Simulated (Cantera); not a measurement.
What does this Cantera script print?

```python
import numpy as np
import cantera as ct

gas = ct.Solution("gri30.yaml")
gas.TPX = 1550, 101325, {'C3H8': 1, 'O2': 2.63, 'N2': 9.89}
reactor = ct.IdealGasReactor(gas, energy="on", clone=False)
net = ct.ReactorNet([reactor])
net.rtol, net.atol = 1e-08, 1e-16
show = ['C3H8', 'O2', 'OH', 'NO2', 'CH2', 'C2H4']
times = np.geomspace(8e-06, 2, 13)

steps = ct.SolutionArray(gas, extra=["t"])
rows = []
print(f"{'t/s':>10s}{'T/K':>9s}{'P/Pa':>11s}" + "".join(f"{s:>11s}" for s in show))
for t in times:
    while net.time < t:
        t_next = net.step()
        steps.append(gas.state, t=t_next)
    rows.append([np.interp(t, steps.t, y) for y in (steps.T, steps.P, *steps(*show).X.T)])
    print(f"{t:10.3e}{rows[-1][0]:9.1f}{rows[-1][1]:11.4g}" + "".join(f"{x:11.3e}" for x in rows[-1][2:]))
rate = np.gradient(steps.T, steps.t)
print("integrator steps:", len(steps.t))
if steps.T.max() > steps.T[0] + 200:
    print(f"time of steepest temperature rise: {steps.t[rate.argmax()]:.4e} s")
gas.TPX = 1550, 101325, {'C3H8': 1, 'O2': 2.63, 'N2': 9.89}
gas.equilibrate("UV")
print(f"equilibrium (UV): T = {gas.T:.1f} K  " + "  ".join(f"{s} {gas[s].X[0]:.3e}" for s in show))
```

Result:

```
       t/s      T/K       P/Pa       C3H8         O2         OH        NO2        CH2       C2H4
 8.000e-06   1530.2  1.007e+05  6.774e-02  1.917e-01  3.701e-05  1.005e-13  1.046e-06  5.329e-03
 2.254e-05   1535.5  1.028e+05  5.242e-02  1.830e-01  6.190e-05  3.182e-12  2.066e-06  1.951e-02
 6.350e-05   2992.3  2.474e+05  2.081e-19  1.714e-04  5.269e-03  2.260e-08  4.575e-07  3.043e-10
 1.789e-04   2908.2  2.418e+05  5.794e-34  3.414e-04  6.973e-03  3.588e-08  1.653e-11  5.683e-18
 5.040e-04   2902.5  2.414e+05  5.121e-34  3.420e-04  6.963e-03  5.007e-08  1.598e-11  5.387e-18
 1.420e-03   2901.5  2.413e+05  5.218e-34  3.388e-04  6.931e-03  5.601e-08  1.601e-11  5.439e-18
 4.000e-03   2901.5  2.413e+05  5.220e-34  3.387e-04  6.930e-03  5.618e-08  1.601e-11  5.440e-18
 1.127e-02   2901.5  2.413e+05  5.220e-34  3.387e-04  6.930e-03  5.618e-08  1.601e-11  5.440e-18
 3.175e-02   2901.5  2.413e+05  5.220e-34  3.387e-04  6.930e-03  5.618e-08  1.601e-11  5.440e-18
 8.944e-02   2901.5  2.413e+05  5.220e-34  3.387e-04  6.930e-03  5.618e-08  1.601e-11  5.440e-18
 2.520e-01   2901.5  2.413e+05  5.220e-34  3.387e-04  6.930e-03  5.618e-08  1.601e-11  5.440e-18
 7.099e-01   2901.5  2.413e+05  5.220e-34  3.387e-04  6.930e-03  5.618e-08  1.601e-11  5.440e-18
 2.000e+00   2901.5  2.413e+05  5.220e-34  3.387e-04  6.930e-03  5.618e-08  1.601e-11  5.440e-18
integrator steps: 1601
time of steepest temperature rise: 5.1013e-05 s
equilibrium (UV): T = 2901.5 K  C3H8 7.215e-34  O2 3.387e-04  OH 6.930e-03  NO2 5.618e-08  CH2 1.677e-11  C2H4 5.802e-18
```

Computed with Cantera and GRI-Mech 3.0 (53 species, 325 reactions). GRI-Mech 3.0 was tuned for natural gas; its chemistry of propane as a main component is partial and can be far from experiment.
